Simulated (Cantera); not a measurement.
Input: 1 mol S, 0.26 mol SO₂, at 1073.15 K and 56.0 bar.

Equilibrium computed with Cantera from the NASA thermochemical tables; the gas is ideal and each condensed phase is pure. Candidate condensed phases: S; 10 gas species. The ideal-gas law is rough above about 30 bar. Gases not in the tables: S₃ to S₇. Kinetics and transport are ignored.

Base state: SO₂ 0.712, S₂ 0.221, S₂O 0.0419, S₈ 0.0258, SO 3.78e-5 (mole fractions); condensed: S(l).

### Question
What changes in the equilibrium state with this change: S replaced by N₂O?

### Answer
| species | before | after |
|---|---|---|
| N₂ | 0 | 0.601 |
| O₂ | <1e-9 | 0.242 |
| SO₃ | 2.49e-7 | 0.117 |
| SO₂ | 0.712 | 0.0392 |
| S₂ | 0.221 | <1e-9 |
| S₂O | 0.0419 | <1e-9 |
| S₈ | 0.0258 | <1e-9 |
| NO | 0 | 6.21e-5 |
| SO | 3.78e-5 | <1e-9 |
| NO₂ | 0 | 1.68e-5 |
| S(l), mol | 0.748 | 0 |

### Question
What changes in the equilibrium state with this change: S replaced by H₂S?

### Answer
| species | before | after |
|---|---|---|
| H₂S | 0 | 0.441 |
| H₂O | 0 | 0.318 |
| S₂ | 0.221 | 0.184 |
| SO₂ | 0.712 | 0.0350 |
| S₂O | 0.0419 | 0.00810 |
| S₈ | 0.0258 | 0.0124 |
| H₂ | 0 | 0.00212 |
| SH | 0 | 2.98e-5 |
| SO | 3.78e-5 | 7.99e-6 |
| S(l), mol | 0.748 | 0 |
Further candidate phases: H₂O, H₂SO₄.
